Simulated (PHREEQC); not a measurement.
Make-up at 25 °C and 300 atm: 0.036 mol NH3, 2.5e-06 mol H4SiO4 and 0.088 mol KH2PO4 per kg of water. Closed to the air; pH follows from the charge balance.

Equilibrium calculation in PHREEQC: ion-association model, phreeqc.dat.

Precipitation was switched off in this run.

Task: Order these P species by the share of P that they hold, largest first: HPO4-2, KHPO4-, H2PO4-.

Result: H2PO4- (59 %), HPO4-2 (39 %), KHPO4- (1.7 %)

The pH is 6.53 and the ionic strength 0.157 mol/kgw. Complexes and solids missing from the database can't appear. Under pressure, the constants of complexes without a molar volume in the database are unreliable.
